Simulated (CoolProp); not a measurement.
Decamethyltetrasiloxane (MD2M) along the isotherm 600 K: density (kg/m³) from the reference equation and from simpler models built on Tc = 599.4 K, pc = 1144 kPa, ω = 0.635; each cubic takes its own stable root.

Model: reference Helmholtz-energy equation of state, Thol 2017, in CoolProp.

```json
[
 {"p (kPa)": "238", "phase": "gas", "reference": "15.93", "van der Waals": "15.85", "Redlich-Kwong": "16.01", "Peng-Robinson": "16.14"},
 {"p (kPa)": "477", "phase": "gas", "reference": "34.89", "van der Waals": "…", "Redlich-Kwong": "35.27", "Peng-Robinson": "35.90"},
 {"p (kPa)": "715", "phase": "gas", "reference": "58.87", "van der Waals": "57.72", "Redlich-Kwong": "59.79", "Peng-Robinson": "61.55"},
 {"p (kPa)": "953", "phase": "gas", "reference": "95.10", "van der Waals": "…", "Redlich-Kwong": "96.24", "Peng-Robinson": "100.5"},
 {"p (kPa)": "1190", "phase": "supercritical", "reference": "369.5", "van der Waals": "241.6", "Redlich-Kwong": "279.1", "Peng-Robinson": "302.5"},
 {"p (kPa)": "1430", "phase": "supercritical", "reference": "429.3", "van der Waals": "284.4", "Redlich-Kwong": "338.7", "Peng-Robinson": "373.3"},
 {"p (kPa)": "1670", "phase": "supercritical", "reference": "450.9", "van der Waals": "303.4", "Redlich-Kwong": "…", "Peng-Robinson": "…"},
 {"p (kPa)": "1910", "phase": "supercritical", "reference": "465.2", "van der Waals": "316.6", "Redlich-Kwong": "385.1", "Peng-Robinson": "426.8"},
 {"p (kPa)": "2150", "phase": "supercritical", "reference": "476.1", "van der Waals": "326.8", "Redlich-Kwong": "400.2", "Peng-Robinson": "…"},
 {"p (kPa)": "2380", "phase": "supercritical", "reference": "484.7", "van der Waals": "335.0", "Redlich-Kwong": "412.3", "Peng-Robinson": "457.8"},
 {"p (kPa)": "2620", "phase": "supercritical", "reference": "492.4", "van der Waals": "342.3", "Redlich-Kwong": "423.3", "Peng-Robinson": "470.3"},
 {"p (kPa)": "2860", "phase": "supercritical", "reference": "499.2", "van der Waals": "348.6", "Redlich-Kwong": "432.9", "Peng-Robinson": "481.2"}
]
```

Task: Fill in the missing entries.

Result: 
- 477, van der Waals: 34.53
- 953, van der Waals: 91.06
- 1670, Redlich-Kwong: 365.9
- 1670, Peng-Robinson: 404.8
- 2150, Peng-Robinson: 444.0
